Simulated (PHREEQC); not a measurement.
Make-up at 20 °C: 12 mmol/kgw KOH, 0.25 mmol/kgw Na2SiO3 and 3.5 mmol/kgw (CH3)4NCl. It is in equilibrium with CO2 at log p = -1 (atm). Otherwise closed; pH follows from the charge balance.

All values are PHREEQC results (ion-association model, phreeqc.dat), not measurements.

| quantity | before | after |
|---|---|---|
| pH | 6.83 | 6.55 |
| CO3-2 (mol/kgw) | 5.14e-6 | 1.21e-6 |
| NaHCO3 (mol/kgw) | 2.81e-6 | 7.50e-7 |
| SI of Chalcedony (SiO2) | +0.01 | -0.29 |

What was changed between the two runs?
A) diluted 2-fold with water
B) temperature from 20 to 80 °C
C) diluted 5-fold with water
D) Na2SiO3 from 0.00025 to 0.0005 mol/kgw
E) temperature from 20 to 5 °C

A, diluted 2-fold with water

This is a speciation only: nothing precipitates in the calculation. Some of these states are supersaturated (in Quartz (slow to form), for instance). (CH3)4N+ isn't in the database: it is added as a free cation with an ion size of 4 Å.
